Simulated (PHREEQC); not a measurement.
Consider water at 47 °C with 0.22 mol/kgw Cu(NO3)2, 1.2 mol/kgw HCl and 0.87 mol/kgw KCl. Closed to the air; pH follows from the charge balance.

Equilibrium calculation in PHREEQC: ion-association model, wateq4f.dat.

Precipitation was switched off in this run.

### Question
Order these Cl species by the share of Cl that they hold, largest first: CuCl2, Cl-, CuCl+.

### Answer
Cl- (91 %), CuCl+ (6.4 %), CuCl2 (2.8 %)

### Question
Order these Cu species by the share of Cu that they hold, largest first: Cu+2, CuCl+, CuCl2, CuCl3-.

### Answer
CuCl+ (60 %), Cu+2 (27 %), CuCl2 (13 %), CuCl3- (0.22 %)

The pH is 0.07 and the ionic strength 2.38 mol/kgw. The ionic strength is past about 0.7 mol/kgw, beyond the range of this activity model, so the values are rough. Away from 25 °C the constants follow the database's enthalpies or fits; those with neither stay at their 25 °C values.
